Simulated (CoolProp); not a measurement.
Model: reference Helmholtz-energy equation of state, de Reuck 1990, in CoolProp.

### Question
Give the vapour pressure (MPa), enthalpy of vaporisation (kJ/kg), vapour Z of saturated fluorine at 113.1, 124.5 K.

### Answer
```
T (K)  p (MPa)  enthalpy of vaporisation (kJ/kg)  vapour Z
-----  -------  --------------------------------  --------
113.1     1.09                               140     0.831
124.5     2.08                               118     0.734
```
